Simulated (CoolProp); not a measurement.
Properties of benzene along the isobar 30.9 bar (Tc = 562.0 K, pc = 49.06 bar, ω = 0.211).

Computed with CoolProp (reference Helmholtz-energy equation of state, Thol 2012).

```
T (K)   phase           Z  cv (kJ/(kg K))  speed of sound (m/s)  isothermal compressibility (1/MPa)  fugacity coefficient
-----  ------  ----------  --------------  --------------------  ----------------------------------  --------------------
313    liquid      0.1078           1.253                  1247                            0.001058              0.008629
319.1  liquid      0.1065      (withheld)            (withheld)                            0.001111            (withheld)
325.2  liquid      0.1053           1.288                  1191                            0.001168               0.01382
331.4  liquid      0.1042           1.306            (withheld)                            0.001230               0.01726
337.5  liquid      0.1031           1.324                  1136                            0.001295               0.02127
343.6  liquid      0.1021           1.342                  1110                            0.001365               0.02598
349.7  liquid      0.1011           1.360                  1083                            0.001439               0.03144
355.8  liquid      0.1002           1.378            (withheld)                            0.001519               0.03774
362    liquid     0.09932           1.397                  1031                            0.001607               0.04506
368.1  liquid     0.09851           1.415                  1006                            0.001699               0.05326
374.2  liquid     0.09774           1.433                 980.9                            0.001799               0.06251
380.3  liquid  (withheld)           1.451            (withheld)                            0.001908               0.07288
386.4  liquid     0.09636           1.469                 931.3                            0.002025               0.08444
392.5  liquid     0.09573           1.487                 906.9                            0.002153               0.09724
398.7  liquid     0.09515           1.505                 882.1                          (withheld)                0.1116
```

Problem. Complete the blanks.

Solution. 
- 319.1, cv (kJ/(kg K)): 1.271
- 319.1, speed of sound (m/s): 1219
- 319.1, fugacity coefficient: 0.01098
- 331.4, speed of sound (m/s): 1163
- 355.8, speed of sound (m/s): 1057
- 380.3, Z: 0.09703
- 380.3, speed of sound (m/s): 956.0
- 398.7, isothermal compressibility (1/MPa): 0.002294
